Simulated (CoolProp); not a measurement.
A Linde-Hampson liquefier for oxygen: isothermal reversible compression at 250 K from 1 atm to 10 MPa, throttling to 1 atm, return gas leaving the recuperator 10 K below the feed. Each further row changes one setting.

Model: reference Helmholtz-energy equation of state, Schmidt 1985, in CoolProp.

| case | liquid yield per pass | compression work (kJ/kg of gas) |
|---|---|---|
| as stated | ? | 290 |
| high pressure 20 MPa | ? | ? |
| warm-end temperature 280 K | ? | ? |
| warm-end gap 15 K | 0.060 | 290 |

Q: Complete the blanks.

A: 
- as stated, liquid yield per pass: 0.072
- high pressure 20 MPa, liquid yield per pass: 0.156
- high pressure 20 MPa, compression work (kJ/kg of gas): 329
- warm-end temperature 280 K, liquid yield per pass: 0.047
- warm-end temperature 280 K, compression work (kJ/kg of gas): 328
